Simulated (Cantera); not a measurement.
# Carbothermic reduction: Fe₂O₃ + CO

Charge: 1 mol Fe₂O₃, 0.53 mol CO, held at 0.140 bar.

These are equilibrium values from Cantera (NASA tables, ideal gas, pure condensed phases), not measurements of a reactor. Candidate condensed phases: C, Fe, Fe(CO)₅, FeO, Fe₂O₃, Fe₃O₄; 15 gas species. Mutual solubility and eutectic melting of coexisting phases are not modelled. The tables' stoichiometric FeO is somewhat more stable than real wüstite, so its field is too wide. FeO: taken at fixed stoichiometry. Equilibrium is a limit: real reactors are often held back by kinetics, nucleation or transport.

From 1077 °C to 1327 °C the condensed part is FeO(s) + Fe₃O₄(s). From 1377 °C to 1427 °C the condensed part is FeO(l) + Fe₃O₄(s).

```csv
T (°C),log p CO₂,log p CO,log p O₂,log p O,log p Fe,n FeO(s),n Fe₃O₄(s),n FeO(l)
1077,-0.88,-2.16,-10.23,-11.49,-10.39,0.511,0.496,0
1127,-0.88,-2.16,-9.45,-10.75,-9.86,0.512,0.496,0
1177,-0.88,-2.17,-8.71,-10.05,-9.37,0.513,0.496,0
1227,-0.88,-2.17,-8.03,-9.41,-8.91,0.513,0.496,0
1277,-0.87,-2.18,-7.39,-8.80,-8.48,0.515,0.495,0
1327,-0.87,-2.18,-6.78,-8.23,-8.09,0.516,0.495,0
1377,-0.87,-2.19,-6.22,-7.69,-7.71,0,0.494,0.517
1427,-0.87,-2.26,-5.55,-7.12,-7.45,0,0.491,0.528
```
log p: log10 of the partial pressure in bar; n: condensed amount in mol.
